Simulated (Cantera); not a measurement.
Input (Python, Cantera):

```python
import numpy as np
import cantera as ct

gas = ct.Solution("gri30.yaml")


def delay(T, t_max=10):
    gas.TPX = T, 42000, {'CH4': 1, 'H2': 1.1, 'O2': 1.42, 'N2': 9.35}
    reactor = ct.IdealGasConstPressureReactor(gas, clone=False)
    net = ct.ReactorNet([reactor])
    net.rtol, net.atol = 1e-8, 1e-16
    while net.time < t_max:
        t_old, T_old = net.time, reactor.T
        net.step()
        if reactor.T > T + 400:  # ignition: a rise of 400 K
            return t_old + (T + 400 - T_old) / (reactor.T - T_old) * (net.time - t_old)
    return np.nan


taus = []
for T in [875, 975, 1075, 1175, 1275, 1375, 1475, 1575, 1675]:
    taus.append(delay(T))
    print(f"T0 = {T:6g} K   tau = {taus[-1]:.4e} s")
```

It prints:

```
T0 =    875 K   tau = 2.8012e-01 s
T0 =    975 K   tau = 4.1311e-02 s
T0 =   1075 K   tau = 1.3272e-02 s
T0 =   1175 K   tau = 4.9914e-03 s
T0 =   1275 K   tau = 2.1288e-03 s
T0 =   1375 K   tau = 1.0258e-03 s
T0 =   1475 K   tau = 5.5335e-04 s
T0 =   1575 K   tau = 3.2706e-04 s
T0 =   1675 K   tau = 2.0661e-04 s
```

Detailed kinetics in Cantera: GRI-Mech 3.0 (53 species, 325 reactions). Below about 1000 K GRI-Mech 3.0 lacks low-temperature oxidation paths. Below about 950 K walls govern HO2 and H2O2 in real vessels.
